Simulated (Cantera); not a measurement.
A closed system holds: 1 mol Si, 2.4 mol Br2, 78 mol H2, equilibrated at 1052 °C and 1.30 mbar.

Cantera equilibrium calculation (NASA polynomials, part measured and part estimated; ideal gas, pure solids and liquids). Candidate condensed phases: Br2, Si; 19 gas species. The tables' values for SiBr3 are old estimates; treat these amounts as uncertain. The numbers say what is thermodynamically allowed, not how fast it happens.

Base state: H2 0.945, HBr 0.0490, SiBr2 0.00506, Br 0.000486, H 4.41e-5, SiBr3 1.50e-5 (mole fractions); condensed: Si(s).

Q: What changes in the equilibrium state with this change: temperature from 1052 °C to 452 °C?

A: 
```tsv
species	before	after
H2	0.945	0.977
SiBr4	1.66e-6	0.0124
HBr	0.0490	0.0103
Br	0.000486	1.11e-9
H	4.41e-5	<1e-9
SiBr2	0.00506	6.83e-7
SiHBr3	1.00e-6	0.000195
SiBr3	1.50e-5	1.36e-6
Si(s), mol	0.591	0
```
